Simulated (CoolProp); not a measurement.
Computed with CoolProp (reference Helmholtz-energy equation of state, Lemmon 2003). It is a pseudo-pure fit of the blend.

Task: For R404A, give the phase and the density (kg/m³), Joule-Thomson coefficient (K/MPa), expansivity (1/kK), conductivity (mW/(m K)) at 270.9 K and 18 bar.

Result: 
- 270.9 K and 18 bar: liquid; density 1170, Joule-Thomson coefficient -0.0850, expansivity 3.19, conductivity 78.2

Thermal conductivity comes from a separate model (Geller 2001).
